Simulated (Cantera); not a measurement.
Input: 1 mol Pb, 0.28 mol O2, 72 mol H2, 5.2 mol CO, equilibrated at 9750 Torr.

These are equilibrium values from Cantera (NASA tables, ideal gas, pure condensed phases), not measurements of a reactor. Candidate condensed phases: C, C6H6, C7H8, C8H18, H2O, Pb, PbO, PbO2, Pb3O4; 113 gas species. The numbers say what is thermodynamically allowed, not how fast it happens.

At 1077 °C, list the 4 most abundant gas species with their mole fractions, and the condensed phases.

H2 0.911, CO 0.0560, H2O 0.0192, CH4 0.0123. Condensed: Pb(l).
